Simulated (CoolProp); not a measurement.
The numbers come from the reference Helmholtz-energy equation of state, Lemmon 2006 in CoolProp. It is a short technical equation, of lower accuracy than the large ones.

Task: Give the vapour pressure (bar), enthalpy of vaporisation (kJ/kg), vapour Z of saturated nitrous oxide at 222.8, 299.1 K.

Result: 
```csv
T (K),p (bar),enthalpy of vaporisation (kJ/kg),vapour Z
222.8,6.39,326,0.904
299.1,57.7,143,0.522
```
